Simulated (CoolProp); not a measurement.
Vapour-liquid equilibrium of R22 (1) + R152A (2) at -11.95 °C; x and y are mole fractions of (1).

Model: multi-fluid Helmholtz-energy mixture model, Kamei 1995 and Outcalt 1996; pair parameters Bell 2016, in CoolProp.

| x | bubble pressure, mixture model (bar) | bubble pressure, Raoult's law (bar) | y, mixture model | y, Raoult's law |
|---|---|---|---|---|
| 0.05 | … | 1.762 | 0.081 | 0.094 |
| 0.2 | 1.931 | 2.007 | … | 0.330 |
| 0.35 | … | 2.251 | … | 0.515 |
| 0.5 | 2.373 | 2.495 | 0.648 | 0.663 |
| 0.65 | 2.631 | 2.740 | … | 0.785 |
| 0.8 | 2.912 | 2.984 | 0.891 | 0.887 |
| 0.95 | … | 3.228 | 0.977 | 0.974 |

Problem. What belongs in the gaps?

Solution. 
- 0.05, bubble pressure, mixture model (bar): 1.741
- 0.2, y, mixture model: 0.299
- 0.35, bubble pressure, mixture model (bar): 2.140
- 0.35, y, mixture model: 0.487
- 0.65, y, mixture model: 0.782
- 0.95, bubble pressure, mixture model (bar): 3.209

The largest gap from Raoult's law is -4.9 % in bubble pressure, at x = 0.35. No azeotrope shows between x = 0.05 and 0.95.

Pair parameters are fitted to limited data, so mixtures are less certain than the pure fluids.
